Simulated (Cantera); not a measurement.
Charge: 1 mol Ni, 1.1 mol H₂S, 6.2 mol N₂, equilibrated at 1125 K and 0.0220 bar.

Cantera equilibrium calculation (NASA polynomials, part measured and part estimated; ideal gas, pure solids and liquids). Candidate condensed phases: Ni, NiS, NiS₂, Ni₃S₂, Ni₃S₄, S; 17 gas species. Gases not in the tables: S₃ to S₇. Rates play no part.

Base state: N₂ 0.844, H₂ 0.102, H₂S 0.0473, S₂ 0.00583, SH 5.42e-5 (mole fractions); condensed: Ni₃S₂(l).

**Question.** What changes in the equilibrium state with this change: pressure from 0.0220 bar to 0.0110 bar?

**Answer.** 
```json
[
 {"species": "N₂", "before": "0.844", "after": "0.842"},
 {"species": "H₂", "before": "0.102", "after": "0.107"},
 {"species": "H₂S", "before": "0.0473", "after": "0.0420"},
 {"species": "S₂", "before": "0.00583", "after": "0.00838"},
 {"species": "SH", "before": "5.42e-5", "after": "6.66e-5"},
 {"species": "Ni₃S₂(l), mol", "before": "0.333", "after": "0.333"}
]
```
